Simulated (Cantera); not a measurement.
# Carbothermic reduction: CuO + CO + H₂

Charge: 1 mol CuO, 3.1 mol CO, 0.23 mol H₂.

Equilibrium computed with Cantera from the NASA thermochemical tables; the gas is ideal and each condensed phase is pure. Candidate condensed phases: C, C₆H₆, C₇H₈, C₈H₁₈, Cu, CuO, Cu(OH)₂, Cu₂O, H₂O; 113 gas species. The numbers say what is thermodynamically allowed, not how fast it happens.

Stable condensed phases:

```
T in K \ P in Pa
              10      42     180     750    3200   13000   56000  240000 1000000
   2398        A       A       A       A       A       A       B       B       B
   2248        A       A       A       A       A       A       B       B       B
   2098        A       A       A       A       A       B       B       B       B
   1948        A       A       A       A       B       B       B       B       B
   1798        A       A       A       B       B       B       B       B       B
   1648        A       B       B       B       B       B       B       B       B
   1498        B       B       B       B       B       B       B       B       B
   1348        B       B       B       B       B       B       B       B       B
   1198        B       B       B       B       B       B       B       B       B
   1048        B       B       B       B       B       B       B       B       C
```

A: gas only; B: Cu; C: C + Cu.
